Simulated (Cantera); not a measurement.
# Thermodynamics of carbon deposition, reforming and gasification, feed C2H6 + O2

A closed system holds: 1 mol C2H6, 0.31 mol O2, at 1302 °C.

These are equilibrium values from Cantera (NASA tables, ideal gas, pure condensed phases), not measurements of a reactor. Candidate condensed phases: C, C6H6, C7H8, C8H18, H2O; 110 gas species. The ideal-gas law is rough above about 30 bar. Equilibrium is a limit: real reactors are often held back by kinetics, nucleation or transport.

From 0.000100 bar to 100 bar the condensed part is C(graphite). The main C-bearing gas is CO throughout.

```csv
P (Pa),log p H2,log p CO,log p CH4,log p H2O,log p H,log p CO2,n C(graphite)
10,-4.08,-4.77,-10.91,-11.84,-6.42,-12.99,1.38
46,-3.42,-4.10,-9.58,-10.51,-6.09,-11.66,1.38
220,-2.74,-3.42,-8.22,-9.15,-5.75,-10.30,1.38
1000,-2.08,-2.77,-6.90,-7.84,-5.42,-8.98,1.38
4600,-1.42,-2.10,-5.58,-6.51,-5.09,-7.66,1.38
22000,-0.74,-1.42,-4.22,-5.15,-4.75,-6.30,1.38
100000,-0.08,-0.77,-2.91,-3.84,-4.42,-4.98,1.38
460000,0.58,-0.10,-1.59,-2.51,-4.09,-3.66,1.36
2200000,1.24,0.58,-0.25,-1.16,-3.76,-2.29,1.30
10000000,1.86,1.24,0.97,0.11,-3.45,-0.97,1.12
```
log p: log10 of the partial pressure in bar; n: condensed amount in mol.
